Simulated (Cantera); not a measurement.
# Ignition delay

Mixture: 6.18 % CH₃OH, 19.7 % O₂, 74.1 % N₂, equivalence ratio 0.47, at 473 Torr, adiabatic and at constant pressure. Ignition delay is the time to a rise of 400 K.

Detailed kinetics in Cantera: GRI-Mech 3.0 (53 species, 325 reactions). GRI-Mech 3.0 was tuned for natural gas; its chemistry of methanol as a main component is partial and can be far from experiment.

```json
[
 {"T0 (K)": "1198", "delay (ms)": "17.7"},
 {"T0 (K)": "1248", "delay (ms)": "8.19"},
 {"T0 (K)": "1298", "delay (ms)": "4.07"},
 {"T0 (K)": "1348", "delay (ms)": "2.17"},
 {"T0 (K)": "1398", "delay (ms)": "1.23"},
 {"T0 (K)": "1448", "delay (ms)": "0.742"},
 {"T0 (K)": "1498", "delay (ms)": "0.469"},
 {"T0 (K)": "1548", "delay (ms)": "0.309"},
 {"T0 (K)": "1598", "delay (ms)": "0.212"},
 {"T0 (K)": "1648", "delay (ms)": "0.149"}
]
```

```yaml
apparent activation energy between 1548 and 1648 K: 150 kJ/mol
```
